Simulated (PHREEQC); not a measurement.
## Polishing slurry liquid

Solution (25 °C): 0.014 mol/kgw K2CO3, 0.00018 mol/kgw KNO3 and 0.00029 mol/kgw H3BO3. Closed to the air; pH follows from the charge balance.

Computed with PHREEQC (ion-association model, wateq4f.dat).

Precipitation was switched off in this run.

Problem. What pH does the model give?

Solution. pH 11.01.

Problem. In which forms is B present?

Solution. H2BO3- 99 %, H3BO3 1.3 % of the B.

Species that the database lacks are ignored.
